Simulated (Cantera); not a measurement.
Stirred combustor or abatement burner

A perfectly stirred reactor is fed with CO : H2 : O2 : N2 : H2O = 1 : 0.8 : 0.643 : 2.42 : 0.69 (molar parts), at 5.00 bar; it is adiabatic with a 673 K inlet, and is followed from long to short residence time, starting on the burning branch (τ in s: 0.16, 0.046, 0.013, 0.0039, 0.0011, 0.00032, 9.3e-05, 2.7e-05, 7.8e-06).

Detailed kinetics in Cantera: GRI-Mech 3.0 (53 species, 325 reactions). The hydrogen kinetics of GRI-Mech 3.0 are dated; newer H2 mechanisms differ, most at raised pressure.

```csv
τ (s),T (K),x CO,x H2,x O2,x N2O,x NO
0.16,2349,0.0767,0.0288,0.000157,3.51e-8,0.000335
0.046,2347,0.0768,0.0288,0.000202,3.67e-8,0.000301
0.013,2342,0.0770,0.0289,0.000342,4.19e-8,0.000236
0.0039,2329,0.0774,0.0291,0.000698,5.39e-8,0.000168
0.0011,2301,0.0786,0.0298,0.00160,7.50e-8,0.000113
0.00032,2250,0.0809,0.0312,0.00350,1.02e-7,7.31e-5
9.3e-5,2160,0.0852,0.0336,0.00711,1.31e-7,4.79e-5
2.7e-5,2019,0.0931,0.0364,0.0133,1.55e-7,3.27e-5
7.8e-6,1800,0.113,0.0380,0.0257,1.72e-7,1.70e-5
```
x: mole fraction; the columns are a selection and need not sum to one.
